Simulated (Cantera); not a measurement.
Feed: 1 mol FeCl3, 0.41 mol H2, at 0.00970 bar.

Equilibrium computed with Cantera from the NASA thermochemical tables; the gas is ideal and each condensed phase is pure. Candidate condensed phases: Fe, FeCl2, FeCl3; 11 gas species. Equilibrium is a limit: real reactors are often held back by kinetics, nucleation or transport.

Task: Which condensed phases are stable at each of these points (T (K)): 600, 700, 800, 900, 1000, 1100, 1200, 1300, 1400, 1500, 1600, 1700, 1800, 1900?

Result: 
```json
[
 {"T (K)": "600", "condensed phases": "FeCl2(s)", "Fe condensed (%)": "82.7"},
 {"T (K)": "700", "condensed phases": "FeCl2(s)", "Fe condensed (%)": "82.3"},
 {"T (K)": "800", "condensed phases": "FeCl2(s)", "Fe condensed (%)": "81.0"},
 {"T (K)": "900", "condensed phases": "FeCl2(s)", "Fe condensed (%)": "40.6"},
 {"T (K)": "1000", "condensed phases": "gas only", "Fe condensed (%)": "0.0"},
 {"T (K)": "1100", "condensed phases": "gas only", "Fe condensed (%)": "0.0"},
 {"T (K)": "1200", "condensed phases": "gas only", "Fe condensed (%)": "0.0"},
 {"T (K)": "1300", "condensed phases": "gas only", "Fe condensed (%)": "0.0"},
 {"T (K)": "1400", "condensed phases": "gas only", "Fe condensed (%)": "0.0"},
 {"T (K)": "1500", "condensed phases": "gas only", "Fe condensed (%)": "0.0"},
 {"T (K)": "1600", "condensed phases": "gas only", "Fe condensed (%)": "0.0"},
 {"T (K)": "1700", "condensed phases": "gas only", "Fe condensed (%)": "0.0"},
 {"T (K)": "1800", "condensed phases": "gas only", "Fe condensed (%)": "0.0"},
 {"T (K)": "1900", "condensed phases": "gas only", "Fe condensed (%)": "0.0"}
]
```

From 600 K to 900 K the condensed part is FeCl2(s). From 1000 K to 1900 K nothing is condensed.
